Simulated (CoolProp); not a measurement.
Saturated liquid density (kg/m³) of dodecamethylcyclohexasiloxane (D6): the reference equation beside estimates from Tc = 372.6 °C, pc = 0.9614 MPa, ω = 0.736. Rackett uses Z = 0.29056 − 0.08775 ω.

Model: reference Helmholtz-energy equation of state, Colonna 2008, in CoolProp. It is a short technical equation, of lower accuracy than the large ones.

| T (°C) | reference | Rackett | van der Waals | Redlich-Kwong | Soave-Redlich-Kwong | Peng-Robinson |
|---|---|---|---|---|---|---|
| 219.25 | 741.0 | 945.3 | 428.3 | 612.1 | 687.7 | 777.5 |
| 233.05 | 722.0 | 920.9 | 418.4 | 594.3 | 670.2 | 758.1 |
| 246.85 | 702.2 | 895.3 | 408.0 | 575.5 | 651.1 | 737.0 |
| 260.75 | 681.1 | 868.3 | 396.8 | 555.4 | 630.1 | 713.6 |
| 274.55 | 658.8 | 839.9 | 385.0 | 534.1 | 607.2 | 687.9 |
| 288.45 | 634.6 | 809.3 | 372.2 | 511.0 | 581.6 | 659.0 |
| 302.25 | 608.3 | 776.4 | 358.3 | 486.1 | 553.2 | 626.6 |
| 316.15 | 578.7 | 739.9 | 342.9 | 458.6 | 520.8 | 589.4 |
| 329.95 | 545.1 | 698.9 | 325.5 | 427.9 | 483.5 | 546.2 |

Absolute difference from the reference over all 9 rows, mean and median: Rackett 27.6 and 27.5 %, van der Waals 41.4 and 41.6 %, Redlich-Kwong 19.1 and 18.9 %, Soave-Redlich-Kwong 8.4 and 7.8 %, Peng-Robinson 3.7 and 4.4 %.
